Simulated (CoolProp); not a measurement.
Vapour-liquid equilibrium of ethylene (1) + propane (2) at 0.18 MPa; x and y are mole fractions of (1).

Model: multi-fluid Helmholtz-energy mixture model, Smukala 2000 and Lemmon 2009; pair parameters Bell 2016, in CoolProp.

```csv
x,"bubble temperature, mixture model (K)","bubble temperature, Raoult's law (K)","y, mixture model","y, Raoult's law"
0.05,233.4,233.4,0.392,0.407
0.125,220.3,221.1,___,0.689
0.2,211.0,212.5,0.820,0.817
0.275,204.3,206.0,0.886,0.884
0.35,199.3,201.0,0.923,0.923
0.425,___,196.9,0.946,0.947
0.5,192.3,193.6,0.961,0.963
0.575,189.7,190.7,0.971,0.974
0.65,187.5,188.2,___,0.982
0.725,185.6,186.0,0.985,0.988
0.8,183.9,184.1,0.990,0.992
0.875,182.3,182.3,0.994,0.996
0.95,180.8,180.8,0.998,0.999
```

Problem. What belongs in the gaps?

Solution. 
- 0.125, y, mixture model: 0.687
- 0.425, bubble temperature, mixture model (K): 195.4
- 0.65, y, mixture model: 0.979

The largest gap from Raoult's law is -1.7 K in bubble temperature, at x = 0.35. No azeotrope shows between x = 0.05 and 0.95.

The pair parameters rest on a limited set of measurements; away from them the model extrapolates.
